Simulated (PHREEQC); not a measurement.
A column of 1 m (30 cells, dispersivity 0.08 m, 60 s a shift, diffusion coefficient 3e-10 m²/s) holds 0.026 eq of the database's cation exchanger X per kg of pore water, first in equilibrium with 0.086 mmol/kgw PbCl2, 1.9 mmol/kgw MnCl2 and 0.01 mmol/kgw HCl. It is flushed with 0.035 mol MgCl2, 0.00033 mol CuCl2 and 1e-05 mol HCl per kg of water, at 25 °C. Values are for the last cell. CO2 from the air is kept out. Precipitation was switched off in this run.

Base run: PHREEQC, ion-association model, phreeqc.dat. Each further column changes one thing. The table gives Mg in solution (mol/kgw).

```tsv
pore volumes	base	exchange capacity from 0.026 to 0.013 eq/kgw	dispersivity from 0.08 to 0.16 m
0	0	0	0
0.2167	0	0	0
0.5167	6.00e-8	1.02e-5	6.25e-5
0.7167	0.000248	0.00185	0.00212
0.9167	0.00380	0.00935	0.00777
1.217	0.0153	0.0217	0.0173
1.417	0.0222	0.0272	0.0223
1.617	0.0270	0.0305	0.0260
1.817	0.0301	0.0325	0.0287
2.117	0.0327	0.0340	0.0313
2.317	0.0336	0.0345	0.0324
2.517	0.0342	0.0347	0.0332
2.817	0.0346	0.0349	0.0339
3.017	0.0348	0.0349	0.0343
```
